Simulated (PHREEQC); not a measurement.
1 kg of water holding 49 mmol/kgw Na2SO4, 5 mmol/kgw MgSO4, 17 mmol/kgw NaCl and 66 mmol/kgw K2SO4 is evaporated at 90 °C; the solids stay in contact with the brine. No CO2 enters from the air. Only these solids could form: Arcanite, Bischofite, Bloedite, Brucite, Carnallite, Epsomite, Glaserite, Halite, Hexahydrite, Kainite, Kieserite, Leonite, Mirabilite, Misenite, Schoenite, Sylvite, Thenardite, MgCl2_4H2O.

The numbers come from PHREEQC with the Pitzer model, pitzer.dat.

```tsv
water left (kg)	ionic strength	water activity	Glaserite (mol)
1	0.382	0.995	0
0.8219	0.465	0.994	0
0.6755	0.565	0.992	0
0.5552	0.688	0.991	0
0.4563	0.837	0.989	0
0.375	1.02	0.987	0
0.3082	1.24	0.984	0
0.2533	1.51	0.981	0
0.2082	1.83	0.977	0
0.1711	2.23	0.973	0
0.1407	2.72	0.967	0
0.1156	3.30	0.961	0
0.09502	4.02	0.953	0
0.07809	4.89	0.943	0
0.06418	5.95	0.931	0
0.05275	7.24	0.917	0
0.04335	7.78	0.911	0.00748
0.03564	8.26	0.905	0.0146
0.0293	8.90	0.897	0.0202
0.02407	9.73	0.888	0.0246
0.01979	10.8	0.876	0.0279
0.01627	12.3	0.862	0.0302
0.01337	14.6	0.849	0.0312
```

Glaserite from water left = 0.04335 kg.

At this temperature some constants are extrapolated from 25 °C, and those without enthalpy data are left unchanged.
